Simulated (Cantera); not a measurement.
Gas mixture: 100 % C3H8, at 0.00168 atm, frozen composition.

Cantera's kinetic-theory transport with the Lennard-Jones parameters of GRI-Mech 3.0, ideal gas; thermal conductivity in the multicomponent form. The composition is frozen, though it would react at the higher temperatures.

D: mixture-averaged diffusion coefficient of that species in the mixture.

| T (K) | ρ (kg/m³) | cp (J/kg/K) | μ (µPa s) | λ (mW/m/K) | Pr | D (cm²/s) N2 | D (cm²/s) NH3 | D (cm²/s) H2 |
|---|---|---|---|---|---|---|---|---|
| 400 | 0.00225 | 2134 | 10.9 | ? | 0.758 | 115 | 119 | 462 |
| 650 | 0.00139 | 3083 | 16.5 | ? | 0.759 | 271 | 301 | 1060 |
| 900 | 0.00100 | 3749 | 21.2 | ? | 0.757 | 474 | 547 | 1820 |
| 1150 | 0.000784 | 4195 | 25.4 | ? | 0.755 | 717 | 846 | 2750 |
| 1400 | 0.000644 | 4523 | 29.1 | ? | 0.753 | 997 | 1190 | 3810 |
| 1650 | 0.000546 | 4780 | 32.6 | ? | 0.751 | 1310 | 1580 | 5000 |
| 1900 | 0.000475 | 4978 | 35.8 | ? | 0.749 | 1660 | 2010 | 6320 |

Q: What belongs in the gaps?

A: 
- 400, λ (mW/m/K): 30.6
- 650, λ (mW/m/K): 67.1
- 900, λ (mW/m/K): 105
- 1150, λ (mW/m/K): 141
- 1400, λ (mW/m/K): 175
- 1650, λ (mW/m/K): 207
- 1900, λ (mW/m/K): 238
